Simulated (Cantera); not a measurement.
Input: 1 mol Si, 6.1 mol HCl, equilibrated at 1.80 mbar.

These are equilibrium values from Cantera (NASA tables, ideal gas, pure condensed phases), not measurements of a reactor. Candidate condensed phases: Si; 19 gas species. The tables' values for SiCl₃ are old estimates; treat these amounts as uncertain. The numbers say what is thermodynamically allowed, not how fast it happens.

x: gas mole fraction; nothing condenses.

| T (K) | x HCl | x H₂ | x SiCl₄ | x SiCl₃ | x SiCl₂ | x SiHCl₃ |
|---|---|---|---|---|---|---|
| 500 | 0.412 | 0.392 | 0.196 | <1e-12 | <1e-12 | 2.97e-7 |
| 550 | 0.412 | 0.392 | 0.196 | 2.39e-11 | <1e-12 | 1.41e-6 |
| 600 | 0.412 | 0.392 | 0.196 | 6.13e-10 | <1e-12 | 5.13e-6 |
| 650 | 0.412 | 0.392 | 0.196 | 9.50e-9 | <1e-12 | 1.52e-5 |
| 700 | 0.412 | 0.392 | 0.196 | 9.89e-8 | ___ | 3.82e-5 |
| 750 | 0.412 | 0.392 | 0.196 | 7.50e-7 | ___ | 8.44e-5 |
| 800 | 0.412 | 0.392 | 0.196 | 4.39e-6 | ___ | 0.000169 |
| 850 | 0.412 | 0.392 | 0.196 | 2.08e-5 | ___ | 0.000309 |
| 900 | 0.412 | 0.392 | 0.195 | 8.26e-5 | ___ | 0.000527 |
| 950 | 0.413 | 0.391 | 0.195 | 0.000282 | ___ | 0.000847 |
| 1000 | 0.414 | 0.390 | 0.194 | 0.000845 | ___ | 0.00129 |
| 1050 | 0.416 | 0.388 | 0.191 | 0.00225 | ___ | 0.00185 |
| 1100 | 0.422 | 0.383 | 0.185 | 0.00528 | ___ | 0.00248 |
| 1150 | 0.435 | 0.372 | 0.173 | 0.0107 | ___ | 0.00299 |

Question: Fill in the missing entries.

Answer: 
- 700, x SiCl₂: 1.65e-11
- 750, x SiCl₂: 5.30e-10
- 800, x SiCl₂: 1.09e-8
- 850, x SiCl₂: 1.57e-7
- 900, x SiCl₂: 1.66e-6
- 950, x SiCl₂: 1.36e-5
- 1000, x SiCl₂: 8.92e-5
- 1050, x SiCl₂: 0.000478
- 1100, x SiCl₂: 0.00210
- 1150, x SiCl₂: 0.00730
